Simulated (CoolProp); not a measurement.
Vapour pressure (MPa) of carbon dioxide: the reference equation beside estimates from Tc = 31.0 °C, pc = 7.377 MPa, ω = 0.224. Clausius-Clapeyron is anchored at -36.25 °C with a constant enthalpy of vaporisation of 13.89 kJ/mol.

Model: reference Helmholtz-energy equation of state, Span 1996, in CoolProp.

```
T (°C)  reference  Lee-Kesler  Clausius-Clapeyron  Redlich-Kwong  Peng-Robinson
------  ---------  ----------  ------------------  -------------  -------------
-40.15     0.9990      0.9990               1.022              …              …
-36.25      1.150       1.150               1.150          1.496          1.140
-32.45      1.314       1.312               1.286          1.680          1.302
-28.65      1.494       1.491               1.432          1.879          1.481
-24.85      1.691       1.687               1.590          2.093          1.677
-21.05      1.907       1.902               1.760          2.323          1.892
-17.25      2.142       2.135               1.942          2.571          2.127
-13.45      2.398       2.389               2.136          2.835          2.383
-9.55           …       2.672               2.350          3.125          2.670
```

What belongs in the gaps?


- -40.15, Redlich-Kwong: 1.323
- -40.15, Peng-Robinson: 0.9905
- -9.55, reference: 2.683

Absolute difference from the reference over all 9 rows, mean and median: Lee-Kesler 0.2 and 0.2 %, Clausius-Clapeyron 6.1 and 6.0 %, Redlich-Kwong 24.1 and 23.8 %, Peng-Robinson 0.8 and 0.8 %.
